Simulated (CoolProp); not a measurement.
R236EA at 298.15 K and 0.169 MPa is throttled through a valve to 0.0773 MPa with no heat exchange. Each further row changes one setting.

Values from CoolProp's reference Helmholtz-energy equation of state, Rui 2013.

```json
[
 {"case": "as stated", "temperature change (K)": "-2.3", "final density (kg/m³)": "4.91"},
 {"case": "outlet pressure 0.0232 MPa", "temperature change (K)": "-3.6", "final density (kg/m³)": "1.45"},
 {"case": "outlet pressure 0.1 MPa", "temperature change (K)": "-1.7", "final density (kg/m³)": "6.39"}
]
```
